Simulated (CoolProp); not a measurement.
Sulfur hexafluoride along the isotherm 300.6 K: Z from the reference equation and from simpler models built on Tc = 318.7 K, pc = 3.755 MPa, ω = 0.210; each cubic takes its own stable root.

Values from CoolProp's reference Helmholtz-energy equation of state, Guder 2009.

| p (MPa) | phase | reference | van der Waals | Redlich-Kwong | Soave-Redlich-Kwong |
|---|---|---|---|---|---|
| 0.119 | gas | 0.9870 | 0.9891 | 0.9871 | 0.9869 |
| 0.179 | gas | 0.9804 | 0.9835 | 0.9805 | 0.9801 |
| 0.27 | gas | 0.9702 | 0.9749 | 0.9704 | 0.9698 |
| 0.408 | gas | 0.9544 | 0.9616 | 0.9548 | 0.9539 |
| 0.615 | gas | 0.9298 | 0.9411 | 0.9307 | 0.9292 |
| 0.928 | gas | 0.8906 | 0.9084 | 0.8925 | 0.8899 |
| 1.4 | gas | 0.8250 | 0.8544 | (withheld) | 0.8250 |
| 2.11 | gas | 0.7012 | 0.7571 | 0.7151 | 0.7056 |
| 3.19 | liquid | 0.1385 | 0.2187 | 0.1657 | 0.1594 |
| 4.81 | liquid | 0.2007 | 0.2953 | 0.2289 | (withheld) |
| 7.25 | liquid | 0.2910 | 0.4128 | (withheld) | 0.3151 |
| 10.9 | liquid | 0.4207 | (withheld) | 0.4500 | 0.4447 |
| 16.5 | liquid | 0.6115 | 0.8315 | 0.6375 | 0.6322 |
| 24.9 | liquid | 0.8849 | 1.189 | 0.9030 | 0.8976 |
| 37.5 | liquid | 1.276 | 1.704 | 1.280 | 1.275 |

Question: What belongs in the gaps?

Answer: 
- 1.4, Redlich-Kwong: 0.8295
- 4.81, Soave-Redlich-Kwong: 0.2234
- 7.25, Redlich-Kwong: 0.3204
- 10.9, van der Waals: 0.5824
